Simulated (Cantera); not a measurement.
**Ignition delay**

Mixture: CH4 : O2 : N2 = 1 : 3.17 : 11.9 (molar parts), at 101000 Pa, adiabatic and at constant pressure. Ignition delay is the time to a rise of 400 K.

Computed with Cantera and GRI-Mech 3.0 (53 species, 325 reactions).

```
T0 (K)  delay (ms)
------  ----------
1000           863
1075           241
1150          74.1
1225          24.9
1300          9.16
1375          3.67
```

| Quantity | Value |
|---|---|
| apparent activation energy between 1225 and 1375 K | 180 kJ/mol |
